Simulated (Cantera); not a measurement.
A closed system holds: 1 mol TEOS, 2.8 mol H2O, 2 mol N2, held at 0.590 bar.

Points: T (K) = 675, 775, 875, 975, 1075, 1175, 1275, 1375, 1475.

Cantera's Mixture.equilibrate('TP', solver="vcs", rtol=1e-11, max_steps=5000) on the NASA tables stopped like this:

```
ERROR: FAILURE its = 5001!

*******************************************************************************
CanteraError thrown by MultiPhase::equilibrate:
VCS solver failed. Return code: -1
*******************************************************************************
```

Q: What got this run through?

A: Several could match; the one computed here: The failure is numerical, not chemical. The same input converged with solver="gibbs", rtol=1e-10, max_steps=50000, and the result passed a check of the equilibrium conditions:
```
log10 of partial pressures in bar; condensed amounts in mol
       T/K        H2       H2O       CH4        CO        N2       CO2       NH3       HCN     C(gr) SiO2(Lqz) SiO2(hqz)
       675    -0.961    -0.757    -0.758    -2.800    -1.005    -1.517    -3.827    -9.631     3.829         1         0
       775    -0.648    -0.898    -0.985    -1.905    -1.059    -1.452    -3.913    -8.164     4.534         1         0
       875    -0.494    -1.166    -1.349    -1.282    -1.127    -1.532    -4.131    -7.091     4.615         0         1
       975    -0.441    -1.621    -1.783    -0.958    -1.184    -1.934    -4.414    -6.276     3.783         0         1
      1075    -0.425    -2.187    -2.195    -0.864    -1.209    -2.595    -4.678    -5.617     3.286         0         1
      1175    -0.419    -2.724    -2.555    -0.845    -1.217    -3.258    -4.903    -5.068     3.188         0         1
      1275    -0.416    -3.191    -2.866    -0.841    -1.219    -3.837    -5.096    -4.606      3.18         0         1
      1375    -0.415    -3.593    -3.134    -0.840    -1.220    -4.333    -5.263    -4.212     3.184         0         1
      1475    -0.415    -3.941    -3.367    -0.840    -1.220    -4.761    -5.408    -3.871     3.185         0    0.9999
```

The gas is ideal and each condensed phase is pure. The feed counts by its element totals alone. The tables hold silica as quartz up to 1696 K and as liquid above; real silica turns to tridymite and cristobalite and melts near 1996 K.
